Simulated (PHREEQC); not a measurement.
A solution holds 0.088 mol/kgw HBr, at 25 °C. Closed to the air; pH follows from the charge balance.

The numbers come from PHREEQC with the ion-association model, phreeqc.dat.

| Item | Result |
|---|---|
| pH | 1.14 |
| ionic strength | 0.0880 mol/kgw |
| specific conductance | 31500 µS/cm |
| density | 1.002 g/cm³ |
| total alkalinity | -88.0 meq/kg |

```json
[
 {"species": "H+", "molality": "0.0880", "activity": "0.0731", "log γ": "-0.081"},
 {"species": "Br-", "molality": "0.0880", "activity": "0.0672", "log γ": "-0.117"}
]
```

This is a speciation only: nothing precipitates in the calculation.
